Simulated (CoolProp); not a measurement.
Vapour pressure (kPa) of carbon dioxide: the reference equation beside estimates from Tc = 31.0 °C, pc = 7377 kPa, ω = 0.224. Clausius-Clapeyron is anchored at -16.15 °C with a constant enthalpy of vaporisation of 12.04 kJ/mol.

The numbers come from the reference Helmholtz-energy equation of state, Span 1996 in CoolProp.

| T (°C) | reference | Clausius-Clapeyron | van der Waals | Soave-Redlich-Kwong |
|---|---|---|---|---|
| -40.85 | 973.4 | 1216 | 2275 | 975.4 |
| -36.75 | 1130 | ___ | 2472 | 1133 |
| -32.55 | 1309 | 1508 | 2685 | 1313 |
| -28.45 | 1504 | 1668 | 2904 | 1509 |
| -24.35 | 1718 | 1838 | ___ | ___ |
| -20.25 | 1954 | 2020 | 3374 | 1965 |
| -16.15 | 2214 | 2214 | 3626 | 2228 |
| -11.95 | 2505 | 2424 | 3896 | 2522 |
| -7.85 | 2814 | 2641 | 4171 | 2836 |
| -3.75 | 3152 | 2869 | 4458 | 3178 |
| 0.35 | 3518 | 3110 | 4757 | 3549 |
| 4.45 | 3914 | 3363 | 5068 | 3950 |
| 8.65 | ___ | 3635 | 5399 | 4393 |

Q: What belongs in the gaps?

A: 
- -36.75, Clausius-Clapeyron: 1355
- -24.35, van der Waals: 3134
- -24.35, Soave-Redlich-Kwong: 1726
- 8.65, reference: 4353

Absolute difference from the reference over all 13 rows, mean and median: Clausius-Clapeyron 10.9 and 10.9 %, van der Waals 69.5 and 63.8 %, Soave-Redlich-Kwong 0.6 and 0.6 %.
